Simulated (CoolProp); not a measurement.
Vapour-liquid equilibrium of propane (1) + R134a (2) at 2.19 bar; x and y are mole fractions of (1).

Computed with CoolProp (multi-fluid Helmholtz-energy mixture model, Lemmon 2009 and Tillner-Roth 1994; pair parameters Bell 2016).

**Question.** Give the bubble temperature and the first vapour's composition at x = 0.5, 0.725, 0.875. Is there an azeotrope?

**Answer.** x = 0.5: -28.6 °C, y = 0.654; x = 0.725: -28.7 °C, y = 0.684; x = 0.875: -27.6 °C, y = 0.767. y crosses x between x = 0.65 and 0.725: the model has an azeotrope there.

Pair parameters are fitted to limited data, so mixtures are less certain than the pure fluids. With so large a gap from Raoult's law the liquid may split in two, which this calculation doesn't test in full.
